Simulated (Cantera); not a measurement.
# Equilibrium for metals in furnace atmospheres: Fe + CO2 + CO

Charge: 1 mol Fe, 1.8 mol CO2, 3.9 mol CO, equilibrated at 2.30 bar.

Cantera equilibrium calculation (NASA polynomials, part measured and part estimated; ideal gas, pure solids and liquids). Candidate condensed phases: C, Fe, Fe(CO)5, FeO, Fe2O3, Fe3O4; 15 gas species. Mutual solubility and eutectic melting of coexisting phases are not modelled. The tables' stoichiometric FeO is somewhat more stable than real wüstite, so its field is too wide. FeO: taken at fixed stoichiometry. Rates play no part.

At 877 °C the condensed part is Fe(α) + FeO(s). From 952 °C to 1177 °C the condensed part is Fe(γ) + FeO(s). From 1252 °C to 1327 °C the condensed part is FeO(s). From 1402 °C to 1627 °C the condensed part is FeO(l).

```tsv
T (°C)	log p CO	log p CO2	log p Fe	log p FeO	log p O	n Fe(α)	n FeO(s)	n Fe(γ)	n FeO(l)
877	0.28	-0.40	-11.07	<-11	<-11	0.196	0.804	0	0
952	0.28	-0.42	-9.95	<-11	<-11	0	0.860	0.140	0
1027	0.29	-0.44	-8.96	<-11	<-11	0	0.906	0.0937	0
1102	0.29	-0.46	-8.09	-11.18	<-11	0	0.947	0.0525	0
1177	0.29	-0.48	-7.30	-10.20	<-11	0	0.984	0.0158	0
1252	0.30	-0.49	-6.61	-9.32	-11.18	0	1.000	0	0
1327	0.30	-0.49	-5.99	-8.52	-10.33	0	1.000	0	0
1402	0.30	-0.49	-5.44	-7.81	-9.54	0	0	0	1.000
1477	0.30	-0.49	-4.96	-7.19	-8.83	0	0	0	1.000
1552	0.30	-0.49	-4.53	-6.62	-8.18	0	0	0	1.000
1627	0.30	-0.49	-4.13	-6.10	-7.57	0	0	0	1.000
```
log p: log10 of the partial pressure in bar; n: condensed amount in mol.
